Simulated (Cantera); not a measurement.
Feed: 1 mol SiH4, 0.3 mol HCl, 40 mol N2, equilibrated at 0.133 bar.

These are equilibrium values from Cantera (NASA tables, ideal gas, pure condensed phases), not measurements of a reactor. Candidate condensed phases: NH4Cl, Si, Si3N4; 28 gas species. Rates play no part. All values below are at 1550 K.

Base state: N2 0.945, H2 0.0481, HCl 0.00713, SiCl2 3.47e-5, H 1.89e-5 (mole fractions); condensed: Si3N4(s).

### Question
What changes in the equilibrium state with this change: SiH4 replaced by Si3H8?

### Answer
| species | before | after |
|---|---|---|
| N2 | 0.945 | 0.898 |
| H2 | 0.0481 | 0.0946 |
| HCl | 0.00713 | 0.00705 |
| SiCl2 | 3.47e-5 | 1.78e-5 |
| H | 1.89e-5 | 2.65e-5 |
| Si3N4(s), mol | 0.333 | 1.000 |
The feed counts by its element totals alone.
